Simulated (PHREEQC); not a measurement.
Solution (20 °C): 0.0032 mol/kgw HF, 0.00014 mol/kgw NH4F, 0.00027 mol/kgw (NH4)2SiF6 and 3.6e-05 mol/kgw HCl. Closed to the air; pH follows from the charge balance.

Model: ion-association model, phreeqc.dat, run in PHREEQC.

| quantity | before | after |
|---|---|---|
| pH | 2.93 | 2.89 |
| ionic strength (mol/kgw) | 0.00216 | 0.00230 |
| HF (mol/kgw) | 0.00204 | 0.00188 |
| F- (mol/kgw) | 0.00134 | 0.00145 |
| SiF6-2 (mol/kgw) | 0.000259 | 0.000269 |
| H4SiO4 (mol/kgw) | 1.09e-5 | 1.08e-6 |
| SI of Quartz (SiO2) | -0.91 | -1.67 |

### Question
Name the change that produced these shifts.
A) temperature from 20 to 25 °C
B) temperature from 20 to 55 °C
C) HF replaced by (CH3)4NF at the same molality
D) temperature from 20 to 60 °C
E) temperature from 20 to 5 °C

### Answer
E, temperature from 20 to 5 °C

No solid was allowed to form. Away from 25 °C the constants follow the database's enthalpies or fits; those with neither stay at their 25 °C values. SiF6-2 is the database's only silicon fluoride.
